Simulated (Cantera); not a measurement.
Charge: 1 mol CF4, 0.025 mol Si, 0.91 mol H2, held at 1675 °C and 1.00 bar.

Equilibrium computed with Cantera from the NASA thermochemical tables; the gas is ideal and each condensed phase is pure. Gases not in the tables: C2F6 and larger saturated fluorocarbons. The numbers say what is thermodynamically allowed, not how fast it happens.

```csv
species,before,after
HF,0.768,0.770
CF4,0.217,0.220
SiF4,0.0105,0.0106
CF2,0.00334,2.52e-6
F,0.000464,1.30e-7
CF3,0.000644,1.87e-6
CHF3,3.54e-5,1.15e-5
"C(graphite), mol",0.476,0.480
```
Gas species are given as mole fractions.

Question: What was changed between the two runs?
A. pressure from 1.00 bar to 0.100 bar
B. CF4 replaced by CH2F2
C. temperature from 1675 °C to 1750 °C
D. temperature from 1675 °C to 1100 °C

Answer: D, temperature from 1675 °C to 1100 °C
